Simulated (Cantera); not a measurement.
Cantera run, input and output.

```python
import numpy as np
import cantera as ct

gas = ct.Solution("gri30.yaml")
gas.TPX = 1100, 21000, {'CH4': 1, 'C2H6': 0.16, 'O2': 1.42, 'N2': 6.9}
reactor = ct.IdealGasReactor(gas, energy="on", clone=False)
net = ct.ReactorNet([reactor])
net.rtol, net.atol = 1e-08, 1e-16
show = ['CH4', 'C2H6', 'O2', 'OH', 'HCN']
times = np.geomspace(7e-06, 2, 13)

steps = ct.SolutionArray(gas, extra=["t"])
rows = []
print(f"{'t/s':>10s}{'T/K':>9s}{'P/Pa':>11s}" + "".join(f"{s:>11s}" for s in show))
for t in times:
    while net.time < t:
        t_next = net.step()
        steps.append(gas.state, t=t_next)
    rows.append([np.interp(t, steps.t, y) for y in (steps.T, steps.P, *steps(*show).X.T)])
    print(f"{t:10.3e}{rows[-1][0]:9.1f}{rows[-1][1]:11.4g}" + "".join(f"{x:11.3e}" for x in rows[-1][2:]))
rate = np.gradient(steps.T, steps.t)
print("integrator steps:", len(steps.t))
if steps.T.max() > steps.T[0] + 200:
    print(f"time of steepest temperature rise: {steps.t[rate.argmax()]:.4e} s")
gas.TPX = 1100, 21000, {'CH4': 1, 'C2H6': 0.16, 'O2': 1.42, 'N2': 6.9}
gas.equilibrate("UV")
print(f"equilibrium (UV): T = {gas.T:.1f} K  " + "  ".join(f"{s} {gas[s].X[0]:.3e}" for s in show))
```

It prints:

```
       t/s      T/K       P/Pa        CH4       C2H6         O2         OH        HCN
 7.000e-06   1100.0    2.1e+04  1.055e-01  1.688e-02  1.498e-01  6.981e-13  6.722e-28
 1.994e-05   1100.0    2.1e+04  1.055e-01  1.688e-02  1.498e-01  2.398e-12  5.485e-27
 5.681e-05   1100.0    2.1e+04  1.055e-01  1.688e-02  1.498e-01  7.724e-12  4.455e-26
 1.618e-04   1100.0    2.1e+04  1.055e-01  1.688e-02  1.498e-01  2.347e-11  3.665e-25
 4.610e-04   1100.0    2.1e+04  1.055e-01  1.688e-02  1.498e-01  6.786e-11  3.121e-24
 1.313e-03   1100.0    2.1e+04  1.055e-01  1.688e-02  1.498e-01  2.126e-10  2.971e-23
 3.742e-03   1100.0    2.1e+04  1.055e-01  1.687e-02  1.498e-01  9.785e-10  4.727e-22
 1.066e-02   1100.0    2.1e+04  1.055e-01  1.685e-02  1.498e-01  7.927e-09  4.937e-20
 3.037e-02   1105.1  2.111e+04  1.046e-01  1.613e-02  1.488e-01  2.030e-07  3.413e-16
 8.651e-02   2426.8  5.257e+04  1.232e-12  4.463e-25  4.187e-05  1.749e-03  2.571e-08
 2.464e-01   2426.8  5.257e+04  1.233e-12  4.470e-25  4.185e-05  1.748e-03  2.627e-08
 7.021e-01   2426.8  5.257e+04  1.233e-12  4.470e-25  4.185e-05  1.748e-03  2.627e-08
 2.000e+00   2426.8  5.257e+04  1.233e-12  4.470e-25  4.185e-05  1.748e-03  2.627e-08
integrator steps: 2074
time of steepest temperature rise: 4.9640e-02 s
equilibrium (UV): T = 2426.8 K  CH4 1.389e-12  C2H6 5.503e-25  O2 4.185e-05  OH 1.748e-03  HCN 2.627e-08
```

Model: GRI-Mech 3.0 (53 species, 325 reactions), integrated in Cantera.
